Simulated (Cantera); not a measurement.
Charge: 1 mol SiF4, 27 mol N2O, 34 mol N2, held at 625 K and 1.50 mbar.

These are equilibrium values from Cantera (NASA tables, ideal gas, pure condensed phases), not measurements of a reactor. Candidate condensed phases: Si, SiO2, Si2N2O, Si3N4; 28 gas species. Equilibrium is a limit: real reactors are often held back by kinetics, nucleation or transport.

Base state: N2 0.808, O2 0.179, SiF4 0.0132 (mole fractions); condensed: gas only.

Problem. What changes in the equilibrium state with this change: N2O from 27 to 0.8 mol?

Solution. 
```csv
species,before,after
N2,0.808,0.961
SiF4,0.0132,0.0276
O2,0.179,0.0110
```

Problem. What changes in the equilibrium state with this change: temperature from 625 K to 2025 K?

Solution. 
```json
[
 {"species": "N2", "before": "0.808", "after": "0.800"},
 {"species": "O2", "before": "0.179", "after": "0.170"},
 {"species": "SiF4", "before": "0.0132", "after": "0.0126"},
 {"species": "O", "before": "<1e-9", "after": "0.00860"},
 {"species": "F", "before": "<1e-9", "after": "0.00150"},
 {"species": "SiF3", "before": "<1e-9", "after": "0.000271"}
]
```
The tables' values for SiF3, SiO2 are old estimates; treat these amounts as uncertain.
